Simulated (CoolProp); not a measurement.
A Linde-Hampson liquefier for oxygen: isothermal reversible compression at 290 K from 1 atm to 20 MPa, throttling to 1 atm, return gas leaving the recuperator 5 K below the feed. Each further row changes one setting.

Values from CoolProp's reference Helmholtz-energy equation of state, Schmidt 1985.

```csv
case,liquid yield per pass,compression work (kJ/kg of gas)
as stated,0.106,390
high pressure 40 MPa,___,___
warm-end temperature 320 K,___,435
warm-end gap 10 K,0.095,390
```

Some entries are withheld; supply them.


- high pressure 40 MPa, liquid yield per pass: 0.160
- high pressure 40 MPa, compression work (kJ/kg of gas): 441
- warm-end temperature 320 K, liquid yield per pass: 0.077

Above 300 K oxygen's equation is extrapolated.
